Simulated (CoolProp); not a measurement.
CF4 (R14) at 376.55 K and 7.48 MPa is throttled through a valve to 4.17 MPa with no heat exchange. Each further row changes one setting.

The numbers come from the reference Helmholtz-energy equation of state, Platzer 1990 in CoolProp. This equation is an older, rougher fit; its heat capacities, sound speeds and derivatives of the liquid may be far off and weren't checked against measurements.

```
case                      temperature change (K)    final phase  final density (kg/m³)
------------------------  ----------------------  -------------  ---------------------
as stated                                   -9.2  supercritical                    [?]
outlet pressure 1.25 MPa                   -18.8            gas                    [?]
outlet pressure 5.42 MPa                     [?]  supercritical                    166
```

Question: Complete the blanks.

Answer: 
- as stated, final density (kg/m³): 127
- outlet pressure 1.25 MPa, final density (kg/m³): 37.8
- outlet pressure 5.42 MPa, temperature change (K): -5.5
